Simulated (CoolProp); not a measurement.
Carbonyl sulfide along the isobar 34600 kPa: fugacity coefficient from the reference equation and from simpler models built on Tc = 378.8 K, pc = 6369 kPa, ω = 0.098; each cubic takes its own stable root.

The numbers come from the reference Helmholtz-energy equation of state, Lemmon 2006 in CoolProp. It is a short technical equation, of lower accuracy than the large ones.

| T (K) | phase | reference | van der Waals | Redlich-Kwong | Soave-Redlich-Kwong |
|---|---|---|---|---|---|
| 238.4 | liquid | 0.01328 | 0.07126 | 0.01501 | 0.01381 |
| 260.4 | liquid | 0.02720 | 0.1008 | 0.03114 | 0.02845 |
| 282.4 | liquid | 0.04867 | 0.1347 | 0.05561 | 0.05122 |
| 304.4 | liquid | 0.07847 | 0.1721 | 0.08875 | 0.08305 |
| 326.3 | liquid | 0.1164 | 0.2121 | 0.1298 | 0.1238 |
| 348.3 | liquid | 0.1621 | 0.2541 | 0.1777 | 0.1730 |
| 370.3 | liquid | 0.2139 | 0.2973 | 0.2307 | 0.2291 |
| 392.3 | supercritical | 0.2704 | 0.3409 | 0.2869 | 0.2901 |
| 414.3 | supercritical | 0.3296 | 0.3844 | 0.3446 | 0.3540 |
| 436.3 | supercritical | 0.3898 | 0.4273 | 0.4020 | 0.4187 |
